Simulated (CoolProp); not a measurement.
A Linde-Hampson liquefier for dry air: isothermal reversible compression at 280 K from 1 atm to 30 MPa, throttling to 1 atm, return gas leaving the recuperator 0 K below the feed. Each further row changes one setting.

Model: reference Helmholtz-energy equation of state, Lemmon 2000, in CoolProp. It is a pseudo-pure fit of the blend.

```csv
case,liquid yield per pass,compression work (kJ/kg of gas)
as stated,0.121,455
high pressure 60 MPa,___,525
warm-end temperature 310 K,0.090,___
warm-end gap 5 K,___,455
```

Problem. Fill in the missing entries.

Solution. 
- high pressure 60 MPa, liquid yield per pass: 0.120
- warm-end temperature 310 K, compression work (kJ/kg of gas): 509
- warm-end gap 5 K, liquid yield per pass: 0.110
